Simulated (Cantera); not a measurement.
Thermodynamics of aluminium nitride and oxide growth, feed Al + O2 + H2

Charge: 1 mol Al, a varied amount of O2, 74 mol H2, at 1498.15 K and 1.00 bar.

Cantera equilibrium calculation (NASA polynomials, part measured and part estimated; ideal gas, pure solids and liquids). Candidate condensed phases: Al, Al2O3, H2O; 19 gas species. Mutual solubility and eutectic melting of coexisting phases are not modelled. Equilibrium is a limit: real reactors are often held back by kinetics, nucleation or transport.

| n(O2) (mol) | log p H2 | log p H2O | log p H | log p AlH | log p Al | log p Al2O | log p AlOH | log p OH | n Al(l) | n Al2O3(s) |
|---|---|---|---|---|---|---|---|---|---|---|
| 0.21 | 0.00 | -8.18 | -4.76 | -4.81 | -4.89 | -5.05 | -7.56 | <-12 | 0.717 | 0.140 |
| 0.26 | 0.00 | -8.18 | -4.76 | -4.81 | -4.89 | -5.05 | -7.56 | <-12 | 0.650 | 0.173 |
| 0.33 | 0.00 | -8.18 | -4.76 | -4.81 | -4.89 | -5.05 | -7.56 | <-12 | 0.557 | 0.220 |
| 0.42 | 0.00 | -8.18 | -4.76 | -4.81 | -4.89 | -5.05 | -7.56 | <-12 | 0.437 | 0.280 |
| 0.52 | 0.00 | -8.18 | -4.76 | -4.81 | -4.89 | -5.05 | -7.56 | <-12 | 0.304 | 0.346 |
| 0.66 | 0.00 | -8.18 | -4.76 | -4.81 | -4.89 | -5.05 | -7.56 | <-12 | 0.117 | 0.440 |
| 0.83 | 0.00 | -2.67 | -4.76 | <-12 | <-12 | <-12 | -10.32 | -8.98 | 0 | 0.500 |
| 1 | 0.00 | -2.17 | -4.77 | <-12 | <-12 | <-12 | -10.57 | -8.48 | 0 | 0.500 |
log p: log10 of the partial pressure in bar; n: condensed amount in mol.

From 0.21 mol O2 to 0.66 mol O2 the condensed part is Al(l) + Al2O3(s). From 0.83 mol O2 to 1 mol O2 the condensed part is Al2O3(s).
